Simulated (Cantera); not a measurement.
A perfectly stirred reactor is fed with 6.68 % C3H8, 18.6 % O2, 69.4 % N2, 5.34 % CO2, at 5030 Torr; it is adiabatic with a 450 K inlet, and is followed from long to short residence time, starting on the burning branch (τ in s: 0.027, 0.01, 0.0041, 0.0016, 0.00063, 0.00025, 9.6e-05, 3.8e-05, 1.5e-05).

Computed with Cantera and GRI-Mech 3.0 (53 species, 325 reactions). GRI-Mech 3.0 was tuned for natural gas; its chemistry of propane as a main component is partial and can be far from experiment.

Predict: blow-out, bracketed by the residence times tried; x(C3H8) at τ = 27.0 ms; x(O2) at τ = 27.0 ms; x(OH) at τ = 27.0 ms; x(CO2) at τ = 27.0 ms; x(CH2CO) at τ = 27.0 ms; x(C3H8) at τ = 0.630 ms; x(O2) at τ = 0.630 ms; x(OH) at τ = 0.630 ms; x(CO2) at τ = 0.630 ms; x(CH2CO) at τ = 0.630 ms.


| Quantity | Result |
|---|---|
| blow-out, bracketed by the residence times tried | burning at 0.630 ms, out at 0.250 ms |
| x(C3H8) at τ = 27.0 ms | 4.88e-6 |
| x(O2) at τ = 27.0 ms | 0.000907 |
| x(OH) at τ = 27.0 ms | 1.19e-5 |
| x(CO2) at τ = 27.0 ms | 0.0714 |
| x(CH2CO) at τ = 27.0 ms | 5.23e-5 |
| x(C3H8) at τ = 0.630 ms | 0.000246 |
| x(O2) at τ = 0.630 ms | 0.0123 |
| x(OH) at τ = 0.630 ms | 3.33e-5 |
| x(CO2) at τ = 0.630 ms | 0.0713 |
| x(CH2CO) at τ = 0.630 ms | 0.000734 |
